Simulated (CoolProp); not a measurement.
Vapour-liquid equilibrium of hydrogen chloride (1) + ethane (2) at 1.24 MPa; x and y are mole fractions of (1).

The numbers come from the multi-fluid Helmholtz-energy mixture model, Thol 2018 and Bücker 2006; pair parameters Bell 2016 in CoolProp.

Q: Give the bubble temperature and the first vapour's composition at x = 0.425, 0.725, 0.8. Is there an azeotrope?

A: x = 0.425: -34.6 °C, y = 0.471; x = 0.725: -33.9 °C, y = 0.633; x = 0.8: -32.9 °C, y = 0.689. y crosses x between x = 0.5 and 0.575: the model has an azeotrope there.

The pair parameters rest on a limited set of measurements; away from them the model extrapolates.
